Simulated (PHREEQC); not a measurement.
A solution holds 5.1 mmol/kgw CdSO4, 0.14 mmol/kgw KCl and 0.46 mmol/kgw HCl, at 80 °C and 500 atm. Closed to the air; pH follows from the charge balance.

Computed with PHREEQC (ion-association model, phreeqc.dat).

No solid was allowed to form.

Q: Order these Cd species by the share of Cd that they hold, largest first: Cd+2, CdSO4, CdCl+, Cd(SO4)2-2.

A: Cd+2 (79 %), CdSO4 (13 %), Cd(SO4)2-2 (6.8 %), CdCl+ (2.1 %)

The pH is 3.58 and the ionic strength 0.0165 mol/kgw. Species that the database lacks are ignored. Under pressure, the constants of complexes without a molar volume in the database are unreliable. Away from 25 °C the constants follow the database's enthalpies or fits; those with neither stay at their 25 °C values.
